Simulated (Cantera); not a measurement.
Charge: 1 mol MgCO3, 1.1 mol H2O, at 573 K and 0.100 bar.

These are equilibrium values from Cantera (NASA tables, ideal gas, pure condensed phases), not measurements of a reactor. Candidate condensed phases: C, C6H6, C7H8, C8H18, H2O, Mg, MgCO3, MgO, Mg(OH)2; 116 gas species. Rates play no part.

Base state: H2O 0.733, CO2 0.267 (mole fractions); condensed: MgCO3(s) + MgO(s).

Question: What changes in the equilibrium state with this change: temperature from 573 K to 900 K?

Answer: 
| species | before | after |
|---|---|---|
| H2O | 0.733 | 0.524 |
| CO2 | 0.267 | 0.476 |
| MgCO3(s), mol | 0.600 | 0 |
| MgO(s), mol | 0.400 | 1.00 |

Question: What changes in the equilibrium state with this change: temperature from 573 K to 1225 K?

Answer: 
```json
[
 {"species": "H2O", "before": "0.733", "after": "0.524"},
 {"species": "CO2", "before": "0.267", "after": "0.476"},
 {"species": "CO", "before": "<1e-9", "after": "1.37e-5"},
 {"species": "O2", "before": "<1e-9", "after": "1.16e-5"},
 {"species": "H2", "before": "<1e-9", "after": "1.03e-5"},
 {"species": "MgCO3(s), mol", "before": "0.600", "after": "0"},
 {"species": "MgO(s), mol", "before": "0.400", "after": "1.00"}
]
```
